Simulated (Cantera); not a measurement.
A closed system holds: 1 mol Si, 0.87 mol F₂, at 723 K and 1330 Pa.

Method: chemical equilibrium by Gibbs-energy minimisation in Cantera with the NASA 1993 tables (ideal gas, pure condensed phases). Candidate condensed phases: Si; 9 gas species. Kinetics and transport are ignored.

Base state: SiF₄ 1.000 (mole fractions); condensed: Si(s).

Problem. What changes in the equilibrium state with this change: F₂ from 0.87 to 5.7 mol?

Solution. 
```tsv
species	before	after
F₂	<1e-9	0.772
SiF₄	1.000	0.211
F	<1e-9	0.0171
Si(s), mol	0.565	0
```
